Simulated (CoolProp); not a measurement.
A simple Rankine cycle with water: condensing at 312.15 K, boiler at 1.27 MPa, turbine inlet 478.7 K, turbine efficiency 0.6, pump efficiency 0.8, no recuperator. Each further row changes one setting.

Computed with CoolProp (reference Helmholtz-energy equation of state, Wagner 2002).

| case | thermal efficiency (%) | net work (kJ/kg) | heat in (kJ/kg) | turbine exit temperature (K) | volume ratio over the turbine |
|---|---|---|---|---|---|
| as stated | 17.5 | 467 | 2660 | 312.1 | 116 |
| turbine inlet 498.7 K | 17.6 | 478 | (withheld) | 312.1 | (withheld) |
| condensing temperature 304.15 K | (withheld) | 496 | (withheld) | 304.1 | (withheld) |
| boiler pressure 0.889 MPa | (withheld) | 443 | (withheld) | 312.1 | 80.6 |
| turbine efficiency 0.5 | 14.6 | 389 | 2660 | 312.1 | 120 |

Problem. Fill in the missing entries.

Solution. 
- turbine inlet 498.7 K, heat in (kJ/kg): 2710
- turbine inlet 498.7 K, volume ratio over the turbine: 111
- condensing temperature 304.15 K, thermal efficiency (%): 18.4
- condensing temperature 304.15 K, heat in (kJ/kg): 2690
- condensing temperature 304.15 K, volume ratio over the turbine: 174
- boiler pressure 0.889 MPa, thermal efficiency (%): 16.5
- boiler pressure 0.889 MPa, heat in (kJ/kg): 2680

The expansion ends wet for: as stated; turbine inlet 498.7 K; condensing temperature 304.15 K; boiler pressure 0.889 MPa; turbine efficiency 0.5.
